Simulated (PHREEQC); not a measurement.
Model water analysis in mmol/kgw, 25 °C, pH 7.07, pe 0.3:

| constituent | mmol/kgw |
|---|---|
| Na | 0.28 |
| K | 0.0251 |
| Ca | 0.162 |
| Mg | 0.561 |
| Cl | 0.529 |
| S(6) | 0.186 |
| Alkalinity (meq/kgw) | 0.805 |
| N(-3) | 0.00126 |

Valence states are taken as typed.

Model: ion-association model, phreeqc.dat, run in PHREEQC.

Precipitation was switched off in this run.

Question: What specific conductance, charge-balance error does the model give?

Answer: specific conductance 184 µS/cm; charge-balance error 1.4 %.

Question: In which forms is Ca present?

Answer: Ca+2 97 %, CaSO4 1.9 %, CaHCO3+ 0.8 % of the Ca.
